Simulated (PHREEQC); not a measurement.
NaOH is added in steps, without added water, to 1 kg of water holding 190 mmol/kgw AgNO3, 1.7 mmol/kgw NaCl and 0.24 mmol/kgw Zn(NO3)2, at 25 °C. Oxygen is held at 0.21 atm. CO2 from the air is kept out. Only these solids could form: Zn(OH)2-e, Zn5(OH)8Cl2, Cerargyrite, Ag2O, Halite.

Base run: PHREEQC, ion-association model, wateq4f.dat. Each further column changes one thing. The table gives pH.

```json
[
 {"NaOH added (mol)": "0", "base": "6.34", "Zn(NO3)2 from 0.00024 to 4.8e-05 mol/kgw": "6.44", "Zn(NO3)2 replaced by Cu(NO3)2 at the same molality": "5.75", "diluted 2-fold with water": "6.45", "no solid may form": "6.34"},
 {"NaOH added (mol)": "0.0175", "base": "7.20", "Zn(NO3)2 from 0.00024 to 4.8e-05 mol/kgw": "7.20", "Zn(NO3)2 replaced by Cu(NO3)2 at the same molality": "7.20", "diluted 2-fold with water": "(withheld)", "no solid may form": "11.01"},
 {"NaOH added (mol)": "0.035", "base": "7.25", "Zn(NO3)2 from 0.00024 to 4.8e-05 mol/kgw": "7.25", "Zn(NO3)2 replaced by Cu(NO3)2 at the same molality": "7.25", "diluted 2-fold with water": "7.64", "no solid may form": "11.28"},
 {"NaOH added (mol)": "0.06125", "base": "7.33", "Zn(NO3)2 from 0.00024 to 4.8e-05 mol/kgw": "7.33", "Zn(NO3)2 replaced by Cu(NO3)2 at the same molality": "7.33", "diluted 2-fold with water": "7.89", "no solid may form": "(withheld)"},
 {"NaOH added (mol)": "0.07875", "base": "7.40", "Zn(NO3)2 from 0.00024 to 4.8e-05 mol/kgw": "7.40", "Zn(NO3)2 replaced by Cu(NO3)2 at the same molality": "7.40", "diluted 2-fold with water": "8.22", "no solid may form": "11.59"},
 {"NaOH added (mol)": "0.09625", "base": "7.47", "Zn(NO3)2 from 0.00024 to 4.8e-05 mol/kgw": "7.47", "Zn(NO3)2 replaced by Cu(NO3)2 at the same molality": "7.47", "diluted 2-fold with water": "(withheld)", "no solid may form": "11.67"},
 {"NaOH added (mol)": "0.1138", "base": "7.57", "Zn(NO3)2 from 0.00024 to 4.8e-05 mol/kgw": "7.57", "Zn(NO3)2 replaced by Cu(NO3)2 at the same molality": "7.56", "diluted 2-fold with water": "12.16", "no solid may form": "11.73"},
 {"NaOH added (mol)": "0.1313", "base": "7.68", "Zn(NO3)2 from 0.00024 to 4.8e-05 mol/kgw": "7.68", "Zn(NO3)2 replaced by Cu(NO3)2 at the same molality": "7.68", "diluted 2-fold with water": "12.43", "no solid may form": "11.80"},
 {"NaOH added (mol)": "0.1487", "base": "7.84", "Zn(NO3)2 from 0.00024 to 4.8e-05 mol/kgw": "7.84", "Zn(NO3)2 replaced by Cu(NO3)2 at the same molality": "7.84", "diluted 2-fold with water": "(withheld)", "no solid may form": "11.85"},
 {"NaOH added (mol)": "0.175", "base": "8.30", "Zn(NO3)2 from 0.00024 to 4.8e-05 mol/kgw": "8.31", "Zn(NO3)2 replaced by Cu(NO3)2 at the same molality": "8.30", "diluted 2-fold with water": "12.76", "no solid may form": "11.93"},
 {"NaOH added (mol)": "0.1925", "base": "11.42", "Zn(NO3)2 from 0.00024 to 4.8e-05 mol/kgw": "11.46", "Zn(NO3)2 replaced by Cu(NO3)2 at the same molality": "11.42", "diluted 2-fold with water": "12.84", "no solid may form": "(withheld)"},
 {"NaOH added (mol)": "0.21", "base": "12.17", "Zn(NO3)2 from 0.00024 to 4.8e-05 mol/kgw": "12.18", "Zn(NO3)2 replaced by Cu(NO3)2 at the same molality": "12.17", "diluted 2-fold with water": "12.91", "no solid may form": "12.03"}
]
```

Some entries are withheld; supply them.


- 0.0175, diluted 2-fold with water: 7.52
- 0.06125, no solid may form: 11.49
- 0.09625, diluted 2-fold with water: 11.15
- 0.1487, diluted 2-fold with water: 12.59
- 0.1925, no solid may form: 11.98

 The database's constant for dissolved Cu(OH)2 is higher than later reviews accept. In at least one series the solution becomes supersaturated in solids that the run did not let form, among them Zn(OH)2-e, Cerargyrite, Ag2O. Solids allowed in the column 'Zn(NO3)2 replaced by Cu(NO3)2 at the same molality': Cu(OH)2, Atacamite, Cu2(OH)3NO3, Cerargyrite, Ag2O, Halite.
